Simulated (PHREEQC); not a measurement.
3.8 g of hydrous ferric oxide (600 m²/g; 0.2 weak and 0.005 strong sites per Fe, Dzombak-Morel constants, diffuse double layer) in 1 kg of water with 0.3 mol/kgw of an inert sodium salt, at 25 °C; the pH is set by adding NaOH or the inert anion's acid. Oxygen alone is held at its pressure in air (log pO2 = -0.68). CO2 from the air is kept out. Precipitation was switched off in this run.

Computed with PHREEQC (ion-association model, wateq4f.dat).

```csv
pH,surface charge σ (C/m²),surface potential ψ (mV)
4,0.349,123
4.67,0.304,116
5.33,0.231,102
6,0.154,83
6.67,[?],59
7.33,[?],[?]
8,0.006,5
8.67,[?],-24
9.33,[?],-51
10,-0.132,[?]
10.67,-0.205,-96
11.33,[?],-112
12,-0.339,-120
```

Q: Some entries are withheld; supply them.

A: 
- 6.67, surface charge σ (C/m²): 0.091
- 7.33, surface charge σ (C/m²): 0.044
- 7.33, surface potential ψ (mV): 33
- 8.67, surface charge σ (C/m²): -0.031
- 9.33, surface charge σ (C/m²): -0.074
- 10, surface potential ψ (mV): -75
- 11.33, surface charge σ (C/m²): -0.282

Species that the database lacks are ignored.
